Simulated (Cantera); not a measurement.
# NO annealing gas

An isothermal, constant-pressure homogeneous reactor starts with NO : N₂ = 1 : 2.6 (molar parts), at 2098 K and 1.00 bar.

Computed with Cantera and GRI-Mech 3.0 (53 species, 325 reactions).

```
t (s)        x NO      x O₂       x O   x N₂     x NO₂
--------  -------  --------  --------  -----  --------
4.00e-5     0.278   8.47e-8   5.96e-6  0.722   1.69e-6
0.000241    0.278   4.14e-6   3.65e-5  0.722   1.99e-5
0.00145     0.277  0.000221  0.000110  0.723   6.57e-5
0.00877     0.273   0.00202  0.000126  0.724   7.47e-5
0.0529      0.251    0.0131  0.000190  0.735  0.000107
0.319       0.140    0.0686  0.000370  0.791  0.000120
1.92       0.0137     0.132  0.000501  0.854   1.60e-5
11.6      0.00829     0.134  0.000506  0.857   9.77e-6
70.0      0.00829     0.134  0.000506  0.857   9.77e-6
```
x: mole fraction; the columns are a selection and need not sum to one.

Equilibrium at this temperature and pressure: NO 0.00829, O₂ 0.134, O 0.000506, N₂ 0.857, NO₂ 9.77e-6 (gas phase only).
